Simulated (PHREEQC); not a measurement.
A solution holds 0.052 mol/kgw NaH2PO4 and 0.019 mol/kgw HNO3, at 25 °C. It is in equilibrium with CO2 at log p = -1 (atm). Otherwise closed; pH follows from the charge balance.

The numbers come from PHREEQC with the ion-association model, phreeqc.dat.

```tsv
quantity	before	after
pH	2.47	6.47
ionic strength (mol/kgw)	0.0560	0.105
HCO3- (mol/kgw)	5.41e-7	0.00564
(CO2)2 (mol/kgw)	2.10e-7	2.07e-7
```

Problem. Name the change that produced these shifts.
A. 0.04 mol/kgw NaHCO3 added
B. NaH2PO4 from 0.052 to 0.0572 mol/kgw
C. NaH2PO4 from 0.052 to 0.52 mol/kgw
D. NaH2PO4 left out
E. 0.0027 mol/kgw HF added

Solution. A, 0.04 mol/kgw NaHCO3 added

This is a speciation only: nothing precipitates in the calculation.
